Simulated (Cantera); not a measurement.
Cantera run:

```python
import numpy as np
import cantera as ct

gas_names = """
    CL CL2 H HCL H2 Si SiCL SiCL2 SiCL3 SiCL4 SiH SiHCL3 SiH2 SiH2CL2 SiH3 SiH3CL SiH4 Si2 Si3
""".split()
cond_names = """
    Si(cr) Si(L)
""".split()


# ... load() reads the species with a 1 bar reference pressure and builds the phases ...
atoms = {
    'SiCl4': {'Si': 1, 'CL': 4},
    'Cl2': {'CL': 2},
    'H2': {'H': 2},
}
top_T = {}  # K; cautious upper limits of use, not melting points


# ... equilibrate(T, P, feed) seeds the gas with the atoms and calls Mixture.equilibrate('TP', solver="vcs", rtol=1e-11, max_steps=5000) ...
results = []
feed = {'SiCl4': 1, 'Cl2': 2.8, 'H2': 1.1}  # mol
T = 723.15  # K
P = 101325  # Pa
mix = equilibrate(T, P, feed)
results.append((T, P, feed, dict(zip(mix.species_names, mix.species_moles))))
print(gas.report(threshold=0.001))
for i in range(1, mix.n_phases):
    print(f"{mix.phase(i).name:16s} {mix.phase_moles(i):12.5e} mol")
```

Result:

```
       temperature   723.15 K
          pressure   1.0132e+05 Pa
           density   1.2746 kg/m^3
  mean mol. weight   75.637 kg/kmol
   phase of matter   gas

                          1 kg             1 kmol
                     ---------------   ---------------
          enthalpy       -2.0777e+06       -1.5715e+08  J
   internal energy       -2.1572e+06       -1.6316e+08  J
           entropy              3675        2.7797e+05  J/K
    Gibbs function       -4.7353e+06       -3.5816e+08  J
 heat capacity c_p            629.12             47585  J/K
 heat capacity c_v             519.2             39271  J/K

                      mass frac. Y      mole frac. X     chem. pot. / RT
                     ---------------   ---------------   ---------------
               CL2           0.32521           0.34694           -29.142
               HCL           0.21641           0.44898           -39.668
             SiCL4           0.45838           0.20408           -155.08
     [  +16 minor]        3.5699e-07        7.6168e-07

Si(cr)            0.00000e+00 mol
```

Method: chemical equilibrium by Gibbs-energy minimisation in Cantera with the NASA 1993 tables (ideal gas, pure condensed phases).
